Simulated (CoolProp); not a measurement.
Values from CoolProp's reference Helmholtz-energy equation of state, Lemmon 2006. It is a short technical equation, of lower accuracy than the large ones.

Problem. Give the vapour pressure (MPa), vapour density (kg/m³) of saturated n-nonane at 199.75 °C.

Solution. 
| T (°C) | p (MPa) | vapour density (kg/m³) |
|---|---|---|
| 199.75 | 0.317 | 11.9 |
